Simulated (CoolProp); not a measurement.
Vapour-liquid equilibrium of CHF3 (R23) (1) + C2F6 (R116) (2) at -5.75 °C; x and y are mole fractions of (1).

Computed with CoolProp (multi-fluid Helmholtz-energy mixture model, Penoncello 2003 and Lemmon 2006; pair parameters Bell 2016).

### Question
Give the bubble pressure and the first vapour's composition at x = 0.25, 0.85, 0.95. Is there an azeotrope?

### Answer
x = 0.25: 21.49 bar, y = 0.344; x = 0.85: 23.54 bar, y = 0.813; x = 0.95: 22.24 bar, y = 0.926. y crosses x between x = 0.55 and 0.65: the model has an azeotrope there.

Pair parameters are fitted to limited data, so mixtures are less certain than the pure fluids.
